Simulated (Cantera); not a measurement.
A perfectly stirred reactor is fed with 88.5 % N2O, 11.5 % O2, at 15.8 Torr; it is held at 1598 K, and followed from long to short residence time.

Cantera simulation using GRI-Mech 3.0 (53 species, 325 reactions); the numbers are that mechanism's predictions, not measurements. GRI-Mech 3.0 was tuned for natural gas; its chemistry of N2O as a main component is partial and can be far from experiment. Radical loss at walls, strong at low pressure, is not modelled. The temperature is held fixed by assumption; the heat of reaction is taken as removed at once.

One state of this run: x N2O = 0.868; x O2 = 0.118; x NO = 0.00345; x NO2 = 2.12e-7; x O = 0.000167; x N2 = 0.0100. x: mole fraction; the columns are a selection and need not sum to one.

Q: Which value of τ (s) does it belong to?
A. 0.0038
B. 0.059
C. 0.15
D. 0.0095

A: A, 0.0038
